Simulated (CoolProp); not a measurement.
A simple Rankine cycle with R11: condensing at 333.15 K, boiler at 0.909 MPa, turbine inlet 379.8 K, turbine efficiency 0.7, pump efficiency 0.7, no recuperator. Each further row changes one setting.

Computed with CoolProp (reference Helmholtz-energy equation of state, Jacobsen 1992).

| case | thermal efficiency (%) | net work (kJ/kg) | heat in (kJ/kg) | turbine exit temperature (K) | volume ratio over the turbine |
|---|---|---|---|---|---|
| as stated | 7.2 | 13.6 | 188 | 344.6 | 2.93 |
| turbine inlet 399.8 K | 7.3 | 14.8 | 203 | 365.2 | 2.88 |
| condensing temperature 325.15 K | 8.4 | 16.5 | 195 | 338.4 | 3.64 |
| boiler pressure 0.636 MPa | 5.0 | 9.70 | 193 | 357.8 | 2.01 |
| turbine efficiency 0.6 | 6.2 | 11.6 | 188 | 347.7 | 2.96 |
